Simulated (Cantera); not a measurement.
# Stirred combustor or abatement burner

A perfectly stirred reactor is fed with CH4 : O2 : N2 = 1 : 3.51 : 21 (molar parts), at 7500 Torr; it is adiabatic with a 425 K inlet, and is followed from long to short residence time, starting on the burning branch (τ in s: 0.39, 0.18, 0.08, 0.036, 0.016, 0.0074, 0.0033, 0.0015, 0.00068, 0.00031, 0.00014, 6.4e-05).

Computed with Cantera and GRI-Mech 3.0 (53 species, 325 reactions).

```json
[
 {"τ (s)": "0.39", "T (K)": "1359", "x CH4": "6.21e-5", "x O2": "0.0595", "x NO": "5.37e-8", "x C2H": "<1e-12", "x CO2": "0.0387", "x CO": "0.000407"},
 {"τ (s)": "0.18", "T (K)": "1354", "x CH4": "0.000116", "x O2": "0.0598", "x NO": "6.55e-8", "x C2H": "<1e-12", "x CO2": "0.0382", "x CO": "0.000804"},
 {"τ (s)": "0.080", "T (K)": "1344", "x CH4": "0.000229", "x O2": "0.0605", "x NO": "6.84e-8", "x C2H": "1.02e-12", "x CO2": "0.0372", "x CO": "0.00165"},
 {"τ (s)": "0.036", "T (K)": "1322", "x CH4": "0.000512", "x O2": "0.0621", "x NO": "4.45e-8", "x C2H": "1.14e-12", "x CO2": "0.0350", "x CO": "0.00354"},
 {"τ (s)": "0.016", "T (K)": "425", "x CH4": "0.0392", "x O2": "0.138", "x NO": "<1e-12", "x C2H": "<1e-12", "x CO2": "<1e-12", "x CO": "<1e-12"},
 {"τ (s)": "0.0074", "T (K)": "425", "x CH4": "0.0392", "x O2": "0.138", "x NO": "<1e-12", "x C2H": "<1e-12", "x CO2": "<1e-12", "x CO": "<1e-12"},
 {"τ (s)": "0.0033", "T (K)": "425", "x CH4": "0.0392", "x O2": "0.138", "x NO": "<1e-12", "x C2H": "<1e-12", "x CO2": "<1e-12", "x CO": "<1e-12"},
 {"τ (s)": "0.0015", "T (K)": "425", "x CH4": "0.0392", "x O2": "0.138", "x NO": "<1e-12", "x C2H": "<1e-12", "x CO2": "<1e-12", "x CO": "<1e-12"},
 {"τ (s)": "0.00068", "T (K)": "425", "x CH4": "0.0392", "x O2": "0.138", "x NO": "<1e-12", "x C2H": "<1e-12", "x CO2": "<1e-12", "x CO": "<1e-12"},
 {"τ (s)": "0.00031", "T (K)": "425", "x CH4": "0.0392", "x O2": "0.138", "x NO": "<1e-12", "x C2H": "<1e-12", "x CO2": "<1e-12", "x CO": "<1e-12"},
 {"τ (s)": "0.00014", "T (K)": "425", "x CH4": "0.0392", "x O2": "0.138", "x NO": "<1e-12", "x C2H": "<1e-12", "x CO2": "<1e-12", "x CO": "<1e-12"},
 {"τ (s)": "6.4e-5", "T (K)": "425", "x CH4": "0.0392", "x O2": "0.138", "x NO": "<1e-12", "x C2H": "<1e-12", "x CO2": "<1e-12", "x CO": "<1e-12"}
]
```
x: mole fraction; the columns are a selection and need not sum to one.
